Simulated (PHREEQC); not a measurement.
## Alkaline etch or developer: speciation

Make-up at 25 °C: 0.076 mol/kgw TMAH, 1.8e-05 mol/kgw CO2 and 0.00076 mol/kgw (CH3)4NCl. Closed to the air; pH follows from the charge balance.

The numbers come from PHREEQC with the ion-association model, phreeqc.dat.

```
Property                  Result
----------------  --------------
pH                         12.77
ionic strength    0.0768 mol/kgw
total alkalinity     76.0 meq/kg
```

| species | molality | activity | log γ |
|---|---|---|---|
| (CH3)4N+ | 0.0768 | 0.0605 | -0.104 |
| OH- | 0.0760 | 0.0593 | -0.107 |
| Cl- | 0.000760 | 0.000597 | -0.105 |
| CO3-2 | 1.80e-5 | 7.51e-6 | -0.379 |
| HCO3- | 3.39e-8 | 2.72e-8 | -0.095 |

This is a speciation only: nothing precipitates in the calculation. (CH3)4N+ isn't in the database: it is added as a free cation with an ion size of 4 Å.
